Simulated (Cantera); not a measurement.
An isothermal, constant-pressure homogeneous reactor starts with CO : O2 : H2O : N2 = 0.0095 : 0.0077 : 0.0013 : 1 (molar parts), equivalence ratio 0.62, at 1048 K and 0.133 bar.

Computed with Cantera and GRI-Mech 3.0 (53 species, 325 reactions).

x: mole fraction; the columns are a selection and need not sum to one.

```tsv
t (s)	x CO	x O2	x H2O	x OH	x NO	x H2O2
0.000100	0.00933	0.00756	0.00128	<1e-12	<1e-12	<1e-12
0.000464	0.00933	0.00756	0.00128	<1e-12	<1e-12	<1e-12
0.00215	0.00933	0.00756	0.00128	<1e-12	<1e-12	<1e-12
0.0100	0.00933	0.00756	0.00128	5.79e-12	<1e-12	<1e-12
0.0464	0.00933	0.00756	0.00128	2.44e-10	<1e-12	<1e-12
0.215	?	?	?	?	?	?
1.00	0.000193	0.00300	0.00127	6.92e-6	4.32e-7	6.14e-9
4.64	8.03e-6	0.00291	0.00128	1.44e-6	4.31e-7	7.22e-10
21.5	3.12e-7	0.00291	0.00128	3.32e-7	4.29e-7	4.17e-11
100	1.06e-8	0.00291	0.00128	9.01e-8	4.32e-7	3.13e-12
```

**Question.** Fill in the missing entries.

**Answer.** 
- 0.215, x CO: 0.00778
- 0.215, x O2: 0.00663
- 0.215, x H2O: 0.00115
- 0.215, x OH: 1.51e-5
- 0.215, x NO: 2.72e-8
- 0.215, x H2O2: 2.31e-9
